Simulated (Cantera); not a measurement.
Carbon deposition, reforming and gasification: C₂H₆ + CO₂ + H₂

Feed: 1 mol C₂H₆, 0.75 mol CO₂, 1.9 mol H₂, held at 0.0100 bar.

Method: chemical equilibrium by Gibbs-energy minimisation in Cantera with the NASA 1993 tables (ideal gas, pure condensed phases). Candidate condensed phases: C, C₆H₆, C₇H₈, C₈H₁₈, H₂O; 110 gas species. Equilibrium is a limit: real reactors are often held back by kinetics, nucleation or transport.

```
T (K)  log p H₂  log p CO  log p H  log p C₂H₂ (acetylene)  n C(graphite)
-----  --------  --------  -------  ----------------------  -------------
1725      -2.12     -2.63    -4.79                   -6.15           1.25
1775      -2.12     -2.63    -4.60                   -5.96           1.25
1825      -2.12     -2.63    -4.42                   -5.79           1.25
1875      -2.12     -2.63    -4.24                   -5.62           1.25
1925      -2.12     -2.63    -4.08                   -5.46           1.25
1975      -2.12     -2.63    -3.92                   -5.31           1.24
2025      -2.12     -2.63    -3.78                   -5.17           1.24
2075      -2.13     -2.64    -3.64                   -5.03           1.24
2125      -2.13     -2.64    -3.51                   -4.91           1.23
```
log p: log10 of the partial pressure in bar; n: condensed amount in mol.

From 1725 K to 2125 K the condensed part is C(graphite). The main C-bearing gas is CO throughout.
